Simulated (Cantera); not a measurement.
## Pyrogenic steam for wet oxidation

An isothermal, constant-pressure homogeneous reactor starts with 14.9 % H₂, 43.9 % O₂, 35.1 % N₂, 6.14 % H₂O, at 975 K and 0.670 bar.

Computed with Cantera and GRI-Mech 3.0 (53 species, 325 reactions). The temperature is held fixed by assumption; the heat of reaction is taken as removed at once.

```json
[
 {"t (s)": "0.000300", "x H₂": "0.149", "x O₂": "0.439", "x H": "4.36e-8", "x HO₂": "6.83e-7", "x OH": "8.20e-9", "x NO": "<1e-12"},
 {"t (s)": "0.000625", "x H₂": "0.149", "x O₂": "0.438", "x H": "1.08e-5", "x HO₂": "0.000104", "x OH": "2.72e-6", "x NO": "<1e-12"},
 {"t (s)": "0.00130", "x H₂": "0.0892", "x O₂": "0.420", "x H": "1.08e-6", "x HO₂": "0.000171", "x OH": "5.95e-7", "x NO": "1.74e-9"},
 {"t (s)": "0.00271", "x H₂": "0.0886", "x O₂": "0.420", "x H": "8.96e-7", "x HO₂": "0.000106", "x OH": "4.56e-7", "x NO": "1.05e-9"},
 {"t (s)": "0.00565", "x H₂": "0.0870", "x O₂": "0.419", "x H": "1.22e-6", "x HO₂": "0.000122", "x OH": "6.65e-7", "x NO": "1.20e-9"},
 {"t (s)": "0.0118", "x H₂": "0.0822", "x O₂": "0.418", "x H": "1.62e-6", "x HO₂": "0.000141", "x OH": "1.00e-6", "x NO": "1.33e-9"},
 {"t (s)": "0.0245", "x H₂": "0.0702", "x O₂": "0.414", "x H": "1.61e-6", "x HO₂": "0.000147", "x OH": "1.25e-6", "x NO": "1.31e-9"},
 {"t (s)": "0.0510", "x H₂": "0.0492", "x O₂": "0.408", "x H": "1.09e-6", "x HO₂": "0.000130", "x OH": "1.26e-6", "x NO": "1.10e-9"},
 {"t (s)": "0.106", "x H₂": "0.0241", "x O₂": "0.400", "x H": "4.88e-7", "x HO₂": "9.38e-5", "x OH": "1.17e-6", "x NO": "7.98e-10"},
 {"t (s)": "0.221", "x H₂": "0.00676", "x O₂": "0.395", "x H": "1.05e-7", "x HO₂": "4.46e-5", "x OH": "8.93e-7", "x NO": "4.61e-10"},
 {"t (s)": "0.461", "x H₂": "0.00138", "x O₂": "0.394", "x H": "1.05e-8", "x HO₂": "1.38e-5", "x OH": "4.40e-7", "x NO": "2.20e-10"},
 {"t (s)": "0.960", "x H₂": "0.000340", "x O₂": "0.393", "x H": "1.05e-9", "x HO₂": "4.24e-6", "x OH": "1.80e-7", "x NO": "1.07e-10"},
 {"t (s)": "2.00", "x H₂": "0.000105", "x O₂": "0.393", "x H": "1.38e-10", "x HO₂": "1.49e-6", "x OH": "7.55e-8", "x NO": "6.36e-11"}
]
```
x: mole fraction; the columns are a selection and need not sum to one.

Equilibrium at this temperature and pressure: H₂ 1.82e-11, O₂ 0.393, H <1e-12, HO₂ 1.35e-9, OH 1.36e-7, NO 2.25e-5 (gas phase only).
